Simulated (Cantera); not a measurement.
A perfectly stirred reactor is fed with 4.11 % CO, 0.365 % H₂, 2.67 % CH₄, 14.9 % O₂, 78.0 % N₂, at 0.247 atm; it is adiabatic with a 550 K inlet, and is followed from long to short residence time, starting on the burning branch (τ in s: 0.29, 0.12, 0.054, 0.023, 0.0099, 0.0043, 0.0018, 0.00079, 0.00034, 0.00015, 6.4e-05).

Computed with Cantera and GRI-Mech 3.0 (53 species, 325 reactions).

x: mole fraction; the columns are a selection and need not sum to one.

```
τ (s)    T (K)      x CO      x H₂     x CH₄     x NO    x HO₂    x CH₃     x CH₂CO
-------  -----  --------  --------  --------  -------  -------  -------  ----------
0.29      1529  0.000824  0.000158   8.28e-6  4.34e-6  1.73e-6  8.55e-7    1.55e-10
0.12      1519   0.00145  0.000275   1.41e-5  3.73e-6  2.65e-6  1.31e-6    2.89e-10
0.054     1504   0.00239  0.000443   2.30e-5  3.62e-6  3.72e-6  1.93e-6    5.10e-10
0.023     1480   0.00404  0.000712   4.00e-5  3.80e-6  5.13e-6  2.97e-6    9.66e-10
0.0099    1442   0.00675   0.00108   7.39e-5  3.88e-6  6.83e-6  4.77e-6  (withheld)
0.0043    1385    0.0115   0.00156  0.000156  3.25e-6  9.18e-6  8.33e-6  (withheld)
0.0018    1283    0.0223   0.00234  0.000500  1.42e-6  1.47e-5  1.97e-5  (withheld)
0.00079    550    0.0411   0.00365    0.0267   <1e-12   <1e-12   <1e-12      <1e-12
0.00034    550    0.0411   0.00365    0.0267   <1e-12   <1e-12   <1e-12      <1e-12
0.00015    550    0.0411   0.00365    0.0267   <1e-12   <1e-12   <1e-12      <1e-12
6.4e-5     550    0.0411   0.00365    0.0267   <1e-12   <1e-12   <1e-12      <1e-12
```

### Question
Complete the blanks.

### Answer

- 0.0099, x CH₂CO: 1.96e-9
- 0.0043, x CH₂CO: 4.77e-9
- 0.0018, x CH₂CO: 2.34e-8
